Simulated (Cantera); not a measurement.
Gas activation for diamond growth

An isothermal, constant-pressure homogeneous reactor starts with 2.15 % CH4, 97.8 % H2, at 2000 K and 10.00 Torr.

Cantera simulation using GRI-Mech 3.0 (53 species, 325 reactions); the numbers are that mechanism's predictions, not measurements. GRI-Mech 3.0 stops at C3 and has no aromatics, soot or wall deposition, so with more carbon than oxygen in the feed, carbon stays in small species such as C2H2 where larger ones or solid carbon would form. Radical loss at walls, strong at low pressure, is not modelled.

| t (s) | x CH4 | x H2 | x CH2 | x CH3 | x C2H6 | x C2H4 |
|---|---|---|---|---|---|---|
| 2.00e-5 | 0.0215 | 0.978 | 2.04e-11 | 4.44e-6 | 1.11e-12 | 3.28e-12 |
| 6.93e-5 | 0.0215 | 0.978 | 2.76e-10 | 1.29e-5 | 4.50e-11 | 1.83e-10 |
| 0.000240 | 0.0215 | 0.978 | 3.89e-9 | 4.01e-5 | 1.07e-9 | 7.50e-9 |
| 0.000832 | 0.0214 | 0.978 | 5.02e-8 | 0.000134 | 1.65e-8 | 2.82e-7 |
| 0.00288 | 0.0210 | 0.977 | 5.80e-7 | 0.000449 | 1.74e-7 | 7.61e-6 |
| 0.01000 | 0.0193 | 0.975 | 5.12e-6 | 0.00134 | 9.79e-7 | 5.34e-5 |
| 0.0346 | 0.0108 | 0.976 | 1.09e-5 | 0.00148 | 7.17e-7 | 3.99e-5 |
| 0.120 | 0.00262 | 0.979 | 5.27e-6 | 0.000476 | 5.63e-8 | 4.56e-6 |
| 0.416 | 0.000432 | 0.978 | 1.49e-6 | 9.99e-5 | 1.93e-9 | 1.13e-6 |
| 1.44 | 7.81e-5 | 0.976 | 3.73e-7 | 2.11e-5 | 7.34e-11 | 9.36e-7 |
| 5.00 | 2.41e-5 | 0.976 | 1.26e-7 | 6.80e-6 | 8.19e-12 | 9.10e-7 |
| 17.3 | 2.00e-5 | 0.976 | 1.05e-7 | 5.65e-6 | 5.96e-12 | 9.10e-7 |
| 60.0 | 2.00e-5 | 0.976 | 1.05e-7 | 5.65e-6 | 5.96e-12 | 9.10e-7 |
x: mole fraction; the columns are a selection and need not sum to one.

Equilibrium at this temperature and pressure: CH4 2.00e-5, H2 0.976, CH2 1.05e-7, CH3 5.66e-6, C2H6 5.98e-12, C2H4 9.10e-7 (gas phase only).
